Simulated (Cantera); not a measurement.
Feed: 1 mol S, 2.5 mol O2, held at 1877 °C and 2200 Pa.

Cantera equilibrium calculation (NASA polynomials, part measured and part estimated; ideal gas, pure solids and liquids). Candidate condensed phases: S; 10 gas species. The numbers say what is thermodynamically allowed, not how fast it happens.

Base state: O2 0.592, SO2 0.396, O 0.0101, SO 0.00182, SO3 0.000172 (mole fractions); condensed: gas only.

Problem. What changes in the equilibrium state with this change: O2 from 2.5 to 0.14 mol?

Solution. 
```
species    before    after
-------  --------  -------
S2        2.26e-9    0.649
SO2         0.396    0.155
SO        0.00182    0.148
O2          0.592  1.37e-5
S         2.54e-6   0.0431
O          0.0101  4.87e-5
S2O       3.58e-9  0.00494
SO3      0.000172  3.23e-7
```

Problem. What changes in the equilibrium state with this change: O2 from 2.5 to 0.018 mol?

Solution. 
| species | before | after |
|---|---|---|
| S2 | 2.26e-9 | 0.893 |
| S | 2.54e-6 | 0.0505 |
| SO | 0.00182 | 0.0436 |
| O2 | 0.592 | 8.60e-7 |
| SO2 | 0.396 | 0.0114 |
| O | 0.0101 | 1.22e-5 |
| S2O | 3.58e-9 | 0.00171 |
| SO3 | 0.000172 | 5.97e-9 |
